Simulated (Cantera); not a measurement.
Input: 1 mol Ta2O5, 2.7 mol CH4, 0.43 mol H2, 0.87 mol C, equilibrated at 2.20 mbar.

Equilibrium computed with Cantera from the NASA thermochemical tables; the gas is ideal and each condensed phase is pure. Candidate condensed phases: C, C6H6, C7H8, C8H18, H2O, Ta, TaC, Ta2O5; 113 gas species. Mutual solubility and eutectic melting of coexisting phases are not modelled. TaC: taken at fixed stoichiometry. Condensed phases not in the tables: Ta2C. Kinetics and transport are ignored. All values below are at 1773 K.

Base state: H2 0.691, CO 0.303, H 0.00504, H2O 0.000648, CO2 7.66e-5 (mole fractions); condensed: TaC(s) + Ta2O5(s).

Problem. What changes in the equilibrium state with this change: pressure from 2.20 mbar to 2.10 bar?

Solution. 
```json
[
 {"species": "H2", "before": "0.691", "after": "0.692"},
 {"species": "CO", "before": "0.303", "after": "0.303"},
 {"species": "H2O", "before": "0.000648", "after": "0.00461"},
 {"species": "H", "before": "0.00504", "after": "0.000163"},
 {"species": "CH4", "before": "<1e-9", "after": "2.64e-5"},
 {"species": "CO2", "before": "7.66e-5", "after": "0.000543"},
 {"species": "TaC(s), mol", "before": "1.02", "after": "1.03"},
 {"species": "Ta2O5(s), mol", "before": "0.489", "after": "0.484"}
]
```
